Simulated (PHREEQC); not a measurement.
A solution holds 0.0033 mol/kgw NH4Cl and 0.00071 mol/kgw Na2HPO4, at 12 °C. Closed to the air; pH follows from the charge balance.

All values are PHREEQC results (ion-association model, wateq4f.dat), not measurements.

Question: The ionic strength comes out as 0.00528 mol/kgw. What activity coefficients do NaHPO4-, Cl-, Na+, NH4+, HPO4-2 get?

Answer: NaHPO4- 0.93, Cl- 0.93, Na+ 0.93, NH4+ 0.93, HPO4-2 0.74.

No solid was allowed to form. H3PO4, which wateq4f.dat lacks, is added to it with the constant of phreeqc.dat. Constants without temperature data keep their 25 °C values here.
